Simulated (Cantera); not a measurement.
A closed system holds: 1 mol Ti(OiPr)₄, 0.051 mol C₃H₈, 130 mol H₂, 1.7 mol CH₄, equilibrated at 7.50 Torr.

These are equilibrium values from Cantera (NASA tables, ideal gas, pure condensed phases), not measurements of a reactor. Candidate condensed phases: C, C₆H₆, C₇H₈, C₈H₁₈, H₂O, Ti, TiC, TiO, TiO₂, Ti₂O₃, Ti₃O₅, Ti₄O₇; 113 gas species. The feed counts by its element totals alone. TiC: taken at fixed stoichiometry. Kinetics and transport are ignored.

### Question
At 1448 K, list the 4 most abundant gas species with their mole fractions, and the condensed phases.

### Answer
H₂ 0.973, CO 0.0264, H 9.09e-5, CH₄ 3.16e-5. Condensed: C(graphite) + TiC(s).
